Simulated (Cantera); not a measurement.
What does this Cantera script print?

```python
import numpy as np
import cantera as ct

gas = ct.Solution("gri30.yaml")
gas.TPX = 2075, 22000, {'NO': 1, 'N2': 17}
reactor = ct.IdealGasConstPressureReactor(gas, energy="off", clone=False)
net = ct.ReactorNet([reactor])
net.rtol, net.atol = 1e-08, 1e-18
show = ['NO', 'N2', 'N2O', 'NO2', 'O', 'O2']
times = np.geomspace(0.0001, 5, 10)

steps = ct.SolutionArray(gas, extra=["t"])
rows = []
print(f"{'t/s':>10s}{'T/K':>9s}{'P/Pa':>11s}" + "".join(f"{s:>11s}" for s in show))
for t in times:
    while net.time < t:
        t_next = net.step()
        steps.append(gas.state, t=t_next)
    rows.append([np.interp(t, steps.t, y) for y in (steps.T, steps.P, *steps(*show).X.T)])
    print(f"{t:10.3e}{rows[-1][0]:9.1f}{rows[-1][1]:11.4g}" + "".join(f"{x:11.3e}" for x in rows[-1][2:]))
rate = np.gradient(steps.T, steps.t)
print("integrator steps:", len(steps.t))
if steps.T.max() > steps.T[0] + 200:
    print(f"time of steepest temperature rise: {steps.t[rate.argmax()]:.4e} s")
gas.TPX = 2075, 22000, {'NO': 1, 'N2': 17}
gas.equilibrate("TP")
print(f"equilibrium (TP): T = {gas.T:.1f} K  " + "  ".join(f"{s} {gas[s].X[0]:.3e}" for s in show))
```

Output:

```
       t/s      T/K       P/Pa         NO         N2        N2O        NO2          O         O2
 1.000e-04   2075.0    2.2e+04  5.556e-02  9.444e-01  1.277e-07  1.145e-09  1.378e-07  1.792e-10
 3.327e-04   2075.0    2.2e+04  5.555e-02  9.444e-01  3.851e-07  9.307e-09  4.929e-07  2.084e-09
 1.107e-03   2075.0    2.2e+04  5.555e-02  9.444e-01  9.468e-07  5.562e-08  1.949e-06  2.652e-08
 3.684e-03   2075.0    2.2e+04  5.554e-02  9.444e-01  1.466e-06  2.631e-07  8.060e-06  3.726e-07
 1.226e-02   2075.0    2.2e+04  5.551e-02  9.445e-01  1.522e-06  9.649e-07  2.890e-05  5.151e-06
 4.079e-02   2075.0    2.2e+04  5.535e-02  9.445e-01  1.504e-06  2.374e-06  7.301e-05  6.057e-05
 1.357e-01   2075.0    2.2e+04  5.466e-02  9.448e-01  1.463e-06  3.150e-06  9.826e-05  3.918e-04
 4.516e-01   2075.0    2.2e+04  5.206e-02  9.461e-01  1.325e-06  4.114e-06  1.322e-04  1.673e-03
 1.503e+00   2075.0    2.2e+04  4.198e-02  9.511e-01  8.740e-07  5.602e-06  2.181e-04  6.671e-03
 5.000e+00   2075.0    2.2e+04  1.597e-02  9.641e-01  2.024e-07  3.509e-06  3.531e-04  1.961e-02
integrator steps: 607
equilibrium (TP): T = 2075.0 K  NO 3.644e-03  N2 9.702e-01  N2O 1.061e-07  NO2 9.132e-07  O 4.011e-04  O2 2.575e-02
```

Detailed kinetics in Cantera: GRI-Mech 3.0 (53 species, 325 reactions).
